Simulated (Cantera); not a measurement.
## Reactions in the system C-N-O-Ti

Cantera with NASA thermochemical tables; ideal gases at 1 bar, condensed phases pure. Values are per mole of reaction as written; species without (g) are pure solids or liquids, kept so even where they would boil at 1 bar. TiC: taken at fixed stoichiometry.

TiO(g) + 3 CO(g) = 2 CO₂(g) + TiC

```tsv
T (K)	ΔH° (kJ)	ΔS° (J/K)	ΔG° (kJ)	log10 K
750	-690.0	-368.9	-413.4	28.79
850	-688.0	-366.4	-376.6	23.14
950	-685.9	-364.0	-340.1	18.70
1050	-683.7	-361.8	-303.8	15.11
1150	-681.3	-359.6	-267.7	12.16
1250	-678.9	-357.6	-231.9	9.69
1350	-676.3	-355.6	-196.2	7.59
```

4 TiO(g) + 2 NO₂(g) = N₂O(g) + Ti₄O₇

```csv
T (K),ΔH° (kJ),ΔS° (J/K),ΔG° (kJ),log10 K
750,-3575.5,-930.0,-2878.0,200.44
850,-3566.6,-918.9,-2785.5,171.17
950,-3557.5,-908.7,-2694.2,148.13
1050,-3548.1,-899.4,-2603.8,129.53
1150,-3538.6,-890.8,-2514.2,114.20
1250,-3528.9,-882.7,-2425.6,101.36
1350,-3519.0,-875.0,-2337.7,90.45
```

2 O₃(g) + 3 TiC = 3 CO₂(g) + 3 Ti

```json
[
 {"T (K)": "750", "ΔH° (kJ)": "-916.8", "ΔS° (J/K)": "174.1", "ΔG° (kJ)": "-1047.5", "log10 K": "72.95", "condensed phases": "TiC(s), Ti(α)"},
 {"T (K)": "850", "ΔH° (kJ)": "-918.1", "ΔS° (J/K)": "172.6", "ΔG° (kJ)": "-1064.8", "log10 K": "65.43", "condensed phases": "TiC(s), Ti(α)"},
 {"T (K)": "950", "ΔH° (kJ)": "-918.9", "ΔS° (J/K)": "171.7", "ΔG° (kJ)": "-1082.0", "log10 K": "59.49", "condensed phases": "TiC(s), Ti(α)"},
 {"T (K)": "1050", "ΔH° (kJ)": "-919.2", "ΔS° (J/K)": "171.4", "ΔG° (kJ)": "-1099.1", "log10 K": "54.68", "condensed phases": "TiC(s), Ti(α)"},
 {"T (K)": "1150", "ΔH° (kJ)": "-917.5", "ΔS° (J/K)": "172.9", "ΔG° (kJ)": "-1116.3", "log10 K": "50.70", "condensed phases": "TiC(s), Ti(α)"},
 {"T (K)": "1250", "ΔH° (kJ)": "-907.3", "ΔS° (J/K)": "181.8", "ΔG° (kJ)": "-1134.5", "log10 K": "47.41", "condensed phases": "TiC(s), Ti(β)"},
 {"T (K)": "1350", "ΔH° (kJ)": "-908.5", "ΔS° (J/K)": "180.9", "ΔG° (kJ)": "-1152.6", "log10 K": "44.60", "condensed phases": "TiC(s), Ti(β)"}
]
```
